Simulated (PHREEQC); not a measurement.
**Leach liquor (model solution)**

Make-up at 20 °C: 0.013 mol H2SO4, 3.1e-05 mol FeSO4 and 0.0026 mol Li2SO4 per kg of water. Closed to the air; pH follows from the charge balance.

Computed with PHREEQC (ion-association model, wateq4f.dat).

```
Property                  Result
----------------  --------------
pH                          1.79
ionic strength    0.0322 mol/kgw
total alkalinity    -26.0 meq/kg
```

| species | molality | activity | log γ |
|---|---|---|---|
| H+ | 0.0187 | 0.0163 | -0.059 |
| SO4-2 | 0.00826 | 0.00432 | -0.282 |
| HSO4- | 0.00727 | 0.00616 | -0.072 |
| Li+ | 0.00510 | 0.00437 | -0.067 |
| LiSO4- | 9.68e-5 | 8.24e-5 | -0.070 |
| Fe+2 | 2.18e-5 | 1.18e-5 | -0.268 |
| FeSO4 | 8.16e-6 | 8.23e-6 | 0.003 |
| FeHSO4+ | 1.03e-6 | 8.71e-7 | -0.072 |

This is a speciation only: nothing precipitates in the calculation. Complexes and solids missing from the database can't appear.
